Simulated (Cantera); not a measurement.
CuO + CH4 + H2 (carbothermic reduction)

Feed: 1 mol CuO, 0.56 mol CH4, 1.9 mol H2, held at 825 K and 0.0150 bar.

Cantera equilibrium calculation (NASA polynomials, part measured and part estimated; ideal gas, pure solids and liquids). Candidate condensed phases: C, C6H6, C7H8, C8H18, Cu, CuO, Cu(OH)2, Cu2O, H2O; 113 gas species. Rates play no part.

```yaml
x(H2): 0.761
x(CO): 0.112
x(H2O): 0.0818
x(CO2): 0.0431
x(CH4): 0.00156
n(Cu(s)): 1.00 mol
gas_amount: 3.569 mol
log10 activity of C(graphite) (absent): -0.70
log10 activity of Cu(OH)2(s) (absent): -14.26
```
